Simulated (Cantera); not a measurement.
A perfectly stirred reactor is fed with C2H4 : O2 : N2 : CH4 = 0.013 : 0.02 : 1 : 0.0017 (molar parts), equivalence ratio 2.1, at 0.987 atm; it is held at 1425 K, and followed from long to short residence time.

Cantera simulation using GRI-Mech 3.0 (53 species, 325 reactions); the numbers are that mechanism's predictions, not measurements. GRI-Mech 3.0 was tuned for natural gas; its chemistry of ethylene as a main component is partial and can be far from experiment. The temperature is held fixed by assumption; the heat of reaction is taken as removed at once.

Q: Predict: x(C2H4) at τ = 11.0 s; x(O2) at τ = 11.0 s; x(CH4) at τ = 11.0 s; x(C2H2) at τ = 11.0 s; x(C2H4) at τ = 0.120 s; x(O2) at τ = 0.120 s; x(CH4) at τ = 0.120 s; x(N2O) at τ = 0.120 s; x(C2H2) at τ = 0.120 s.

A: 
```
Quantity                  Result
----------------------  --------
x(C2H4) at τ = 11.0 s    5.65e-5
x(O2) at τ = 11.0 s     0.000109
x(CH4) at τ = 11.0 s     0.00103
x(C2H2) at τ = 11.0 s    0.00305
x(C2H4) at τ = 0.120 s  0.000330
x(O2) at τ = 0.120 s    0.000843
x(CH4) at τ = 0.120 s   0.000721
x(N2O) at τ = 0.120 s    1.66e-9
x(C2H2) at τ = 0.120 s   0.00313
```
